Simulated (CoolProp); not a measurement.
R11 at 293.15 K and 0.294 MPa flows at 2.5 m/s in a round tube of 10 mm bore and 0.25 µm roughness, fully developed (64/Re and Nu = 3.66 if laminar; Colebrook and Gnielinski if turbulent). Each further row changes one setting.

Computed with CoolProp (reference Helmholtz-energy equation of state, Jacobsen 1992).

```
case            Reynolds number  Darcy friction factor  pressure drop (Pa/m)  heat-transfer coefficient (W/(m² K))  mass flow (kg/h)
--------------  ---------------  ---------------------  --------------------  ------------------------------------  ----------------
as stated                 81500                 0.0189                  8790                                  3670              1050
velocity 5 m/s           163000                 0.0165                 30600                                  6660              2100
diameter 20 mm           163000                 0.0164                  3810                                  3320              4210
```

Viscosity comes from a separate model (Klein 1997), an estimate that may be off by 10 % or more. Thermal conductivity comes from a separate model (McLinden 2000), an estimate that may be off by 10 % or more.
